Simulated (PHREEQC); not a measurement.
Make-up at 25 °C: 0.0059 mol Mn(NO3)2 per kg of water. Closed to the air; pH follows from the charge balance.

All values are PHREEQC results (ion-association model, phreeqc.dat), not measurements.

No solid was allowed to form.

Problem. Estimate the pH.

Solution. pH 6.49.
